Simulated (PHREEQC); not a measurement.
A solution holds 0.0073 mol/kgw NaOH and 0.28 mol/kgw K3PO4, at 35 °C. Closed to the air; pH follows from the charge balance.

Computed with PHREEQC (ion-association model, wateq4f.dat).

Each row changes one thing in this solution. No solid was allowed to form.

```
case                                                  pH  ionic strength (mol/kgw)
--------------------------------------------  ----------  ------------------------
as made                                            12.09                      1.60
diluted 5-fold with water                          11.83                (withheld)
0.024 mol/kgw CO2 added                            11.81                      1.56
K3PO4 replaced by KHSO4 at the same molality        1.16                     0.416
K3PO4 from 0.28 to 0.308 mol/kgw                   12.10                (withheld)
NaOH left out                                 (withheld)                (withheld)
diluted 10-fold with water                    (withheld)                     0.140
```

**Question.** Some entries are withheld; supply them.

**Answer.** 
- diluted 5-fold with water, ionic strength (mol/kgw): 0.296
- K3PO4 from 0.28 to 0.308 mol/kgw, ionic strength (mol/kgw): 1.76
- NaOH left out, pH: 12.04
- NaOH left out, ionic strength (mol/kgw): 1.58
- diluted 10-fold with water, pH: 11.71

The ionic strength passes 0.7 mol/kgw, the rough limit of the ion-association models, in as made; 0.024 mol/kgw CO2 added; K3PO4 from 0.28 to 0.308 mol/kgw; NaOH left out. H3PO4, which wateq4f.dat lacks, is added to it with the constant of phreeqc.dat.
